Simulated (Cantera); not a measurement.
A freely propagating, adiabatic, planar premixed flame of H2 : O2 : N2 : H2O = 1 : 0.758 : 2.85 : 0.1 (molar parts), equivalence ratio 0.66, unburnt at 650 K and 280000 Pa; mixture-averaged transport, grid criteria slope 0.08 and curve 0.16, no radiation.

Cantera simulation using the H2/O2 subset of GRI-Mech 3.0, which has no nitrogen chemistry; the numbers are that mechanism's predictions, not measurements. The hydrogen kinetics of GRI-Mech 3.0 are dated; newer H2 mechanisms differ, most at raised pressure. Burning velocities carry a grid error of a few per cent, more on coarse grids. Lean hydrogen flames are cellular in practice and burn faster than this planar one.

Task: What does this change do: inlet temperature 650 to 625 K?

Result: 
```csv
quantity,before,after
laminar burning velocity,478 cm/s,425 cm/s
thermal thickness,0.119 mm,0.117 mm
peak x(H),0.0153,0.0141
peak x(O),0.00885,0.00833
peak x(OH),0.0132,0.0127
```
